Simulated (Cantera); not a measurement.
Feed: 1 mol Pb, 0.3 mol CO, 0.16 mol H2, at 0.000240 bar.

Cantera equilibrium calculation (NASA polynomials, part measured and part estimated; ideal gas, pure solids and liquids). Candidate condensed phases: C, C6H6, C7H8, C8H18, H2O, Pb, PbO, PbO2, Pb3O4; 113 gas species. The numbers say what is thermodynamically allowed, not how fast it happens.

Question: At 1548 K, list the 4 most abundant gas species with their mole fractions, and the condensed phases.

Answer: Pb 0.685, CO 0.205, H2 0.109, H 0.000657. Condensed: gas only.
